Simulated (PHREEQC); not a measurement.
A column of 0.2 m (30 cells, dispersivity 0.016 m, 720 s a shift, diffusion coefficient 3e-10 m²/s) holds 0.23 eq of the database's cation exchanger X per kg of pore water, first in equilibrium with 0.048 mol NaCl and 1e-05 mol HCl per kg of water. It is flushed with 0.00041 mol/kgw CaCl2, 0.015 mol/kgw (NH4)2SO4, 0.085 mol/kgw MgCl2 and 1e-05 mol/kgw HCl, at 40 °C. Values are for the last cell. CO2 from the air is kept out. No solid was allowed to form.

The numbers come from PHREEQC with the ion-association model, phreeqc.dat.

Question: Predict Mg in solution (mol/kgw) at pore volumes = 2.017, 4.017, 5.017.

Answer: 
| pore volumes | Mg in solution (mol/kgw) |
|---|---|
| 2.017 | 0.0411 |
| 4.017 | 0.0852 |
| 5.017 | 0.0851 |

Constants without temperature data keep their 25 °C values here.
